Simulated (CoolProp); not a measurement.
Vapour-liquid equilibrium of benzene (1) + cyclohexane (2) at 0.135 MPa; x and y are mole fractions of (1).

Values from CoolProp's multi-fluid Helmholtz-energy mixture model, Thol 2012 and Zhou 2014; pair parameters Bell 2016.

```json
[
 {"x": "0.05", "bubble temperature, mixture model (K)": "363.0", "bubble temperature, Raoult's law (K)": "363.7", "y, mixture model": "0.067", "y, Raoult's law": "0.051"},
 {"x": "0.15", "bubble temperature, mixture model (K)": "361.9", "bubble temperature, Raoult's law (K)": "363.6", "y, mixture model": "0.186", "y, Raoult's law": "0.153"},
 {"x": "0.25", "bubble temperature, mixture model (K)": "361.1", "bubble temperature, Raoult's law (K)": "363.5", "y, mixture model": "0.290", "y, Raoult's law": "0.255"},
 {"x": "0.35", "bubble temperature, mixture model (K)": "360.5", "bubble temperature, Raoult's law (K)": "363.4", "y, mixture model": "0.383", "y, Raoult's law": "0.356"},
 {"x": "0.45", "bubble temperature, mixture model (K)": "360.1", "bubble temperature, Raoult's law (K)": "363.3", "y, mixture model": "0.469", "y, Raoult's law": "0.456"},
 {"x": "0.55", "bubble temperature, mixture model (K)": "360.0", "bubble temperature, Raoult's law (K)": "363.2", "y, mixture model": "0.551", "y, Raoult's law": "0.556"},
 {"x": "0.65", "bubble temperature, mixture model (K)": "360.1", "bubble temperature, Raoult's law (K)": "363.1", "y, mixture model": "0.634", "y, Raoult's law": "0.656"},
 {"x": "0.75", "bubble temperature, mixture model (K)": "360.4", "bubble temperature, Raoult's law (K)": "363.1", "y, mixture model": "0.721", "y, Raoult's law": "0.755"},
 {"x": "0.85", "bubble temperature, mixture model (K)": "361.1", "bubble temperature, Raoult's law (K)": "363.0", "y, mixture model": "0.818", "y, Raoult's law": "0.853"},
 {"x": "0.95", "bubble temperature, mixture model (K)": "362.1", "bubble temperature, Raoult's law (K)": "362.9", "y, mixture model": "0.932", "y, Raoult's law": "0.951"}
]
```

The largest gap from Raoult's law is -3.2 K in bubble temperature, at x = 0.55. y crosses x between x = 0.55 and 0.65: the model has an azeotrope there.

Pair parameters are fitted to limited data, so mixtures are less certain than the pure fluids.
